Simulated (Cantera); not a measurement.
Charge: 1 mol PbS, a varied amount of H₂, equilibrated at 1998.15 K and 26.0 Pa.

Method: chemical equilibrium by Gibbs-energy minimisation in Cantera with the NASA 1993 tables (ideal gas, pure condensed phases). Candidate condensed phases: Pb, PbS, S; 10 gas species. Equilibrium is a limit: real reactors are often held back by kinetics, nucleation or transport.

Task: At 350 mol H₂, list the 6 most abundant gas species with their mole fractions, and the condensed phases.

Result: H₂ 0.900, H 0.0945, Pb 0.00270, S 0.00182, SH 0.000630, S₂ 8.69e-5. Condensed: gas only.
